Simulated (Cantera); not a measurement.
Cantera run, input and output.

```python
import numpy as np
import cantera as ct

gas = ct.Solution("gri30.yaml")
gas.TPX = 425, 500000, {'CH4': 1, 'O2': 1.54, 'N2': 4.3}
inlet = ct.Reservoir(gas, clone=True)
gas.equilibrate("HP")  # start burning
reactor = ct.IdealGasConstPressureReactor(gas, energy="on", clone=False)
exhaust = ct.Reservoir(gas, clone=True)
tau = [0.21, 0.091, 0.04, 0.017, 0.0077, 0.0034, 0.0015, 0.00065, 0.00028, 0.00012, 5.5e-05][0]
for a, b in ((inlet, reactor), (reactor, exhaust)):
    ct.MassFlowController(a, b, mdot=lambda t: reactor.mass / tau)
net = ct.ReactorNet([reactor])
show = ['CH4', 'O2', 'C2H', 'HO2', 'N2O', 'CH3', 'HCN']

rows = []
print(f"{'tau/s':>10s}{'T/K':>9s}" + "".join(f"{s:>11s}" for s in show))
for tau in [0.21, 0.091, 0.04, 0.017, 0.0077, 0.0034, 0.0015, 0.00065, 0.00028, 0.00012, 5.5e-05]:
    net.initial_time = 0.0
    net.advance(30 * tau)
    before = gas.X
    net.advance(40 * tau)
    drift = np.max(np.abs(gas.X - before) / (gas.X + 1e-9))
    rows.append([gas.T, *gas[show].X, drift])
    print(f"{tau:10.3e}{gas.T:9.1f}" + "".join(f"{x:11.3e}" for x in gas[show].X))
```

It prints:

```
     tau/s      T/K        CH4         O2        C2H        HO2        N2O        CH3        HCN
 2.100e-01   2410.4  2.525e-06  6.901e-05  4.886e-12  6.041e-08  3.195e-08  1.322e-06  3.638e-07
 9.100e-02   2409.7  5.568e-06  7.887e-05  2.070e-11  6.603e-08  3.313e-08  2.956e-06  7.973e-07
 4.000e-02   2408.3  1.161e-05  9.963e-05  8.655e-11  7.810e-08  3.551e-08  6.322e-06  1.742e-06
 1.700e-02   2405.7  2.328e-05  1.442e-04  3.591e-10  1.050e-07  4.027e-08  1.328e-05  3.818e-06
 7.700e-03   2401.6  4.118e-05  2.235e-04  1.206e-09  1.558e-07  4.795e-08  2.497e-05  7.432e-06
 3.400e-03   2395.3  6.936e-05  3.726e-04  3.751e-09  2.596e-07  6.059e-08  4.533e-05  1.368e-05
 1.500e-03   2385.8  1.119e-04  6.395e-04  1.057e-08  4.640e-07  7.938e-08  7.880e-05  2.337e-05
 6.500e-04   2372.0  1.817e-04  1.124e-03  2.864e-08  8.711e-07  1.054e-07  1.357e-04  3.786e-05
 2.800e-04   2352.5  3.086e-04  2.011e-03  7.730e-08  1.672e-06  1.368e-07  2.372e-04  5.855e-05
 1.200e-04   2324.7  5.784e-04  3.729e-03  2.187e-07  3.335e-06  1.664e-07  4.386e-04  8.686e-05
 5.500e-05   2283.8  1.211e-03  7.162e-03  6.113e-07  7.029e-06  1.719e-07  8.546e-04  1.151e-04
```

Cantera simulation using GRI-Mech 3.0 (53 species, 325 reactions); the numbers are that mechanism's predictions, not measurements.
